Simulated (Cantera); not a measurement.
Feed: 1 mol Cu, 2.1 mol HF, 24 mol N2, equilibrated at 1448 K and 1.00 bar.

These are equilibrium values from Cantera (NASA tables, ideal gas, pure condensed phases), not measurements of a reactor. Candidate condensed phases: Cu, CuF2; 25 gas species. Rates play no part.

Base state: N2 0.919, HF 0.0804, CuF 8.08e-5, H2 4.05e-5 (mole fractions); condensed: Cu(l).

Q: What changes in the equilibrium state with this change: pressure from 1.00 bar to 8.50 Pa?

A: 
| species | before | after |
|---|---|---|
| N2 | 0.919 | 0.886 |
| HF | 0.0804 | 0.0759 |
| Cu | 3.32e-6 | 0.0352 |
| H | 5.86e-8 | 2.86e-5 |
| CuF | 8.08e-5 | 0.00166 |
| H2 | 4.05e-5 | 0.000818 |
| Cu(l), mol | 0.998 | 0 |
